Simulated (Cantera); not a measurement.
# Ignition delay

Mixture: CH4 : C2H6 : C3H8 : O2 : N2 = 1 : 0.2 : 0.18 : 2.4 : 9.02 (molar parts), equivalence ratio 1.5, at 100000 Pa, adiabatic and at constant pressure. Ignition delay is the time to a rise of 400 K.

Cantera simulation using GRI-Mech 3.0 (53 species, 325 reactions); the numbers are that mechanism's predictions, not measurements. GRI-Mech 3.0 was tuned for natural gas; its chemistry of propane as a main component is partial and can be far from experiment.

| T0 (K) | delay (ms) |
|---|---|
| 1150 | 6.77 |
| 1225 | 2.35 |
| 1300 | 0.898 |
| 1375 | 0.384 |
| 1450 | 0.184 |

| Item | Value |
|---|---|
| apparent activation energy between 1300 and 1450 K | 170 kJ/mol |
